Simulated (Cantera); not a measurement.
A closed system holds: 1 mol Cr, 0.84 mol NH₃, equilibrated at 0.160 Pa.

Cantera equilibrium calculation (NASA polynomials, part measured and part estimated; ideal gas, pure solids and liquids). Candidate condensed phases: Cr, CrN, Cr₂N; 11 gas species. Kinetics and transport are ignored.

Problem. Which condensed phases are stable at each of these points (T (K)): 1448, 1548, 1648, 1748, 1848, 1948, 2048, 2148, 2248, 2348, 2448?

Solution. 
```json
[
 {"T (K)": "1448", "condensed phases": "Cr(s)", "Cr condensed (%)": "77.9"},
 {"T (K)": "1548", "condensed phases": "gas only", "Cr condensed (%)": "0.0"},
 {"T (K)": "1648", "condensed phases": "gas only", "Cr condensed (%)": "0.0"},
 {"T (K)": "1748", "condensed phases": "gas only", "Cr condensed (%)": "0.0"},
 {"T (K)": "1848", "condensed phases": "gas only", "Cr condensed (%)": "0.0"},
 {"T (K)": "1948", "condensed phases": "gas only", "Cr condensed (%)": "0.0"},
 {"T (K)": "2048", "condensed phases": "gas only", "Cr condensed (%)": "0.0"},
 {"T (K)": "2148", "condensed phases": "gas only", "Cr condensed (%)": "0.0"},
 {"T (K)": "2248", "condensed phases": "gas only", "Cr condensed (%)": "0.0"},
 {"T (K)": "2348", "condensed phases": "gas only", "Cr condensed (%)": "0.0"},
 {"T (K)": "2448", "condensed phases": "gas only", "Cr condensed (%)": "0.0"}
]
```

At 1448 K the condensed part is Cr(s). From 1548 K to 2448 K nothing is condensed.
